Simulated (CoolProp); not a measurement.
Vapour-liquid equilibrium of p-xylene (1) + n-decane (2) at 8.99 kPa; x and y are mole fractions of (1).

Model: multi-fluid Helmholtz-energy mixture model, Zhou 2012 and Lemmon 2006; pair parameters Bell 2016, in CoolProp.

| x | bubble temperature, mixture model (°C) | bubble temperature, Raoult's law (°C) | y, mixture model | y, Raoult's law |
|---|---|---|---|---|
| 0.05 | 95.1 | 95.6 | 0.168 | 0.154 |
| 0.15 | 89.6 | 90.6 | 0.407 | 0.386 |
| 0.25 | 85.1 | 86.3 | 0.567 | 0.550 |
| 0.35 | 81.4 | 82.5 | 0.678 | 0.670 |
| 0.45 | 78.2 | 79.2 | ? | 0.759 |
| 0.55 | 75.5 | 76.3 | 0.825 | 0.828 |
| 0.65 | 73.1 | 73.7 | 0.876 | 0.882 |
| 0.75 | ? | 71.3 | ? | 0.925 |
| 0.85 | 69.0 | 69.1 | 0.954 | 0.959 |
| 0.95 | 67.1 | 67.2 | 0.986 | 0.988 |

Some entries are withheld; supply them.


- 0.45, y, mixture model: 0.761
- 0.75, bubble temperature, mixture model (°C): 70.9
- 0.75, y, mixture model: 0.918

The largest gap from Raoult's law is -1.2 K in bubble temperature, at x = 0.25. No azeotrope shows between x = 0.05 and 0.95.

The pair parameters rest on a limited set of measurements; away from them the model extrapolates.
